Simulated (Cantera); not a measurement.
Charge: 1 mol CF4, 0.87 mol H2, equilibrated at 1.10 Pa.

Method: chemical equilibrium by Gibbs-energy minimisation in Cantera with the NASA 1993 tables (ideal gas, pure condensed phases). Candidate condensed phases: C, C6H6, C7H8, C8H18; 95 gas species. Condensed phases not in the tables: fluorocarbon polymer. Gases not in the tables: C2F6 and larger saturated fluorocarbons. Equilibrium is a limit: real reactors are often held back by kinetics, nucleation or transport.

Task: What share of the C ends up in condensed phases as a function of T (°C), at 475, 675, 875, 1075, 1275, 1475, 1675, 1875, 2075, 2275, 2475, 2675, 2875, 3075?

Result: 
```
T (°C)  C condensed (%)           as
------  ---------------  -----------
475                43.5  C(graphite)
675                43.5  C(graphite)
875                43.5  C(graphite)
1075               43.5  C(graphite)
1275               43.0  C(graphite)
1475               45.0  C(graphite)
1675               82.7  C(graphite)
1875               95.3  C(graphite)
2075               89.7  C(graphite)
2275                0.0            -
2475                0.0            -
2675                0.0            -
2875                0.0            -
3075                0.0            -
```
